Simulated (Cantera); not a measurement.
Input: 1 mol Cu₂O, 5.1 mol H₂, held at 75.0 Torr.

Cantera equilibrium calculation (NASA polynomials, part measured and part estimated; ideal gas, pure solids and liquids). Candidate condensed phases: Cu, CuO, Cu(OH)₂, Cu₂O, H₂O; 12 gas species. Rates play no part.

Question: What share of the Cu ends up in condensed phases as a function of T (°C), at 1252, 1302, 1352, 1402, 1452, 1502, 1552, 1602, 1652, 1702, 1752, 1802, 1852?

Answer: 
```csv
T (°C),Cu condensed (%),as
1252,100.0,Cu(l)
1302,99.9,Cu(l)
1352,99.9,Cu(l)
1402,99.7,Cu(l)
1452,99.4,Cu(l)
1502,99.0,Cu(l)
1552,98.1,Cu(l)
1602,96.8,Cu(l)
1652,94.5,Cu(l)
1702,90.9,Cu(l)
1752,85.2,Cu(l)
1802,76.2,Cu(l)
1852,61.8,Cu(l)
```
